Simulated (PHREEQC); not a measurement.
Synthetic water in mg/kgw, 21 °C, pH 6.75, pe 1.8:

```tsv
constituent	mg/kgw
Na	2.5
K	0.00347
Ca	7.98
Mg	3.47
Cl	0.844
S(6) as SO4	13.1
Alkalinity as HCO3	30.8
Sr	0.49
N(-3) as NH4	0.3
```

Valence states are taken as typed.

Model: ion-association model, wateq4f.dat, run in PHREEQC.

This is a speciation only: nothing precipitates in the calculation.

### Question
Order these C species by the share of C that they hold, largest first: CO2, CaHCO3+, HCO3-.

### Answer
HCO3- (71 %), CO2 (29 %), CaHCO3+ (0.14 %)

The pH is 6.75 and the ionic strength 0.00127 mol/kgw.
